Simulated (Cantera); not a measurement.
**Thermodynamics of silicon etching in halogen gases, feed Si + SF6 + H2 + HF**

A closed system holds: 1 mol Si, 4.9 mol SF6, 0.47 mol H2, 3.6 mol HF, at 1075 K and 1.00 bar.

These are equilibrium values from Cantera (NASA tables, ideal gas, pure condensed phases), not measurements of a reactor. Candidate condensed phases: S, Si; 39 gas species. The tables' values for SF3, SF5 are old estimates; treat these amounts as uncertain. Rates play no part.

```
Quantity                             Result
--------------------------------  ---------
x(HF)                                 0.435
x(SF4)                                0.235
x(SF6)                                0.233
x(SiF4)                              0.0958
x(SF3)                             0.000706
x(SF2)                             0.000120
x(SF5)                              7.21e-5
x(H2F2)                             5.84e-6
gas amount                        10.44 mol
log10 activity of S(l) (absent)       -7.72
log10 activity of Si(s) (absent)     -49.66
```
